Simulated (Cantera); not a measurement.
Feed: 1 mol CsCl, 0.042 mol HCl, 48 mol H2, equilibrated at 1475 K and 100 Torr.

These are equilibrium values from Cantera (NASA tables, ideal gas, pure condensed phases), not measurements of a reactor. Candidate condensed phases: Cs, CsCl; 9 gas species. Kinetics and transport are ignored.

Problem. What is the equilibrium state?

Solution. 
| Quantity | Value |
|---|---|
| x(H2) | 0.979 |
| x(CsCl) | 0.0202 |
| x(HCl) | 0.000935 |
| x(Cs) | 7.89e-5 |
| x(Cs2Cl2) | 4.76e-5 |
| x(H) | 3.51e-5 |
| gas amount | 49.04 mol |
| log10 activity of CsCl(l) (absent) | -2.09 |
| log10 activity of Cs(l) (absent) | -6.27 |
